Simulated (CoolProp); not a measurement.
Properties of the fluoroketone C6F12O (FK-5-1-12) along the isobar 9.12 MPa.

Computed with CoolProp (reference Helmholtz-energy equation of state, McLinden 2015).

| T (K) | phase | cv (kJ/(kg K)) | expansivity (1/kK) |
|---|---|---|---|
| 378.9 | liquid | 0.9464 | 2.097 |
| 387.3 | liquid | 0.9544 | 2.174 |
| 395.6 | liquid | 0.9624 | 2.255 |
| 403.9 | liquid | 0.9706 | 2.343 |
| 412.3 | liquid | 0.9790 | 2.439 |
| 420.6 | liquid | 0.9874 | 2.541 |
| 428.9 | liquid | 0.9958 | 2.650 |
| 437.3 | liquid | 1.004 | 2.769 |
| 445.6 | supercritical | 1.013 | 2.894 |
| 453.9 | supercritical | 1.021 | 3.026 |
| 462.3 | supercritical | 1.030 | 3.165 |
| 470.6 | supercritical | 1.038 | 3.305 |
| 478.9 | supercritical | 1.046 | 3.444 |
| 487.3 | supercritical | 1.054 | 3.578 |
| 495.6 | supercritical | 1.062 | 3.700 |
